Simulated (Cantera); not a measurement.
Mixture: CH4 : O2 : N2 = 1 : 1.82 : 6.84 (molar parts), equivalence ratio 1.1, at 22.0 bar, adiabatic and at constant volume. Ignition delay is the time to a rise of 400 K.

Computed with Cantera and GRI-Mech 3.0 (53 species, 325 reactions). The pressure lies above the range GRI-Mech 3.0 was tuned for (to about 10 atm).

**Question.** What does this change do: constant pressure in place of constant volume?

**Answer.** 
| quantity | before | after |
|---|---|---|
| delay at 1300 K | 0.622 ms | 0.661 ms |
| delay at 1400 K | 0.224 ms | 0.240 ms |
| delay at 1500 K | 87.6 µs | 94.9 µs |
| delay at 1600 K | 36.8 µs | 40.1 µs |
| delay at 1700 K | 16.5 µs | 18.0 µs |
| apparent activation energy between 1650 and 1750 K | 180 kJ/mol | 180 kJ/mol |

**Question.** What does this change do: pressure from 22.0 bar to 4.10 bar?

**Answer.** 
```tsv
quantity	before	after
delay at 1300 K	0.622 ms	3.47 ms
delay at 1400 K	0.224 ms	1.10 ms
delay at 1500 K	87.6 µs	0.383 ms
delay at 1600 K	36.8 µs	0.148 ms
delay at 1700 K	16.5 µs	64.0 µs
apparent activation energy between 1650 and 1750 K	180 kJ/mol	190 kJ/mol
```
